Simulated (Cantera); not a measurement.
Feed: 1 mol Ta₂O₅, 3.5 mol CH₄, 0.024 mol CO, held at 1527 °C and 1330 Pa.

These are equilibrium values from Cantera (NASA tables, ideal gas, pure condensed phases), not measurements of a reactor. Candidate condensed phases: C, C₆H₆, C₇H₈, C₈H₁₈, H₂O, Ta, TaC, Ta₂O₅; 113 gas species. Mutual solubility and eutectic melting of coexisting phases are not modelled. TaC: taken at fixed stoichiometry. Condensed phases not in the tables: Ta₂C. Kinetics and transport are ignored.

**Question.** What is the equilibrium state?

**Answer.** 
| Item | Value |
|---|---|
| x(H₂) | 0.732 |
| x(CO) | 0.264 |
| x(H) | 0.00265 |
| x(H₂O) | 0.00114 |
| x(CO₂) | 0.000107 |
| x(TaO₂) | 1.08e-6 |
| n(TaC(s)) | 1.00 mol |
| n(Ta₂O₅(s)) | 0.498 mol |
| gas amount | 9.533 mol |
| log10 activity of Ta(s) (absent) | -0.88 |
| log10 activity of C(graphite) (absent) | -3.19 |
